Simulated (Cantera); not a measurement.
Input: 1 mol CCl4, 0.1 mol F2, held at 0.00133 bar.

Equilibrium computed with Cantera from the NASA thermochemical tables; the gas is ideal and each condensed phase is pure. Candidate condensed phases: C; 27 gas species. Kinetics and transport are ignored.

At 2327 °C, list the 5 most abundant gas species with their mole fractions, and the condensed phases.

Cl 0.950, F 0.0452, CF 0.00198, C3 0.00166, C 0.000468. Condensed: C(graphite).
